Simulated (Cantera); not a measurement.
Charge: 1 mol V₂O₅, 1.5 mol H₂, 0.59 mol H₂O, equilibrated at 1525 K and 3.30 Torr.

These are equilibrium values from Cantera (NASA tables, ideal gas, pure condensed phases), not measurements of a reactor. Candidate condensed phases: H₂O, V, VO, V₂O₃, V₂O₄, V₂O₅; 12 gas species. Mutual solubility and eutectic melting of coexisting phases are not modelled. Condensed phases not in the tables: the oxides between V₂O₃ and V₂O₅ other than VO₂. Kinetics and transport are ignored.

Base state: H₂O 0.995, H₂ 0.00490, OH 0.000157, O₂ 6.48e-5, VO₂ 3.87e-5, H 2.50e-5 (mole fractions); condensed: V₂O₃(s) + V₂O₄(s).

**Question.** What changes in the equilibrium state with this change: 0.0068 mol NH₃ added?

**Answer.** 
```json
[
 {"species": "H₂O", "before": "0.995", "after": "0.993"},
 {"species": "H₂", "before": "0.00490", "after": "0.00489"},
 {"species": "N₂", "before": "0", "after": "0.00162"},
 {"species": "VO₂", "before": "3.87e-5", "after": "3.87e-5"},
 {"species": "H", "before": "2.50e-5", "after": "2.49e-5"},
 {"species": "OH", "before": "0.000157", "after": "0.000157"},
 {"species": "O₂", "before": "6.48e-5", "after": "6.48e-5"},
 {"species": "V₂O₃(s), mol", "before": "0.490", "after": "0.500"},
 {"species": "V₂O₄(s), mol", "before": "0.510", "after": "0.500"}
]
```
Further candidate phases: VN.
